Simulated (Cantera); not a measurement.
Charge: 1 mol SiH4, 0.094 mol HCl, 15 mol H2, held at 2623 K.

Equilibrium computed with Cantera from the NASA thermochemical tables; the gas is ideal and each condensed phase is pure. Candidate condensed phases: Si; 19 gas species. The tables' values for SiCl are old estimates; treat these amounts as uncertain. Gases not in the tables: Si2H6 and higher silanes. Equilibrium is a limit: real reactors are often held back by kinetics, nucleation or transport.

x: gas mole fraction; n: condensed amount in mol.

| P (Pa) | x H2 | x H | x Si | x HCl | n Si(l) |
|---|---|---|---|---|---|
| 100 | 0.269 | 0.691 | 0.0360 | 0.00121 | 0 |
| 240 | 0.407 | 0.549 | 0.0397 | 0.00193 | 0 |
| 560 | 0.539 | 0.413 | 0.0432 | 0.00266 | 0 |
| 1300 | 0.651 | 0.298 | 0.0458 | 0.00330 | 0 |
| 3200 | ? | ? | 0.0474 | ? | 0 |
| 7500 | 0.806 | ? | 0.0474 | 0.00415 | 0 |
| 18000 | 0.852 | 0.0916 | 0.0454 | 0.00434 | 0 |
| 42000 | 0.900 | 0.0617 | 0.0272 | 0.00462 | 0.369 |
| 100000 | 0.938 | 0.0408 | 0.0114 | 0.00492 | 0.710 |

Task: Some entries are withheld; supply them.

Result: 
- 3200, x H2: 0.743
- 3200, x H: 0.203
- 3200, x HCl: 0.00382
- 7500, x H: 0.138
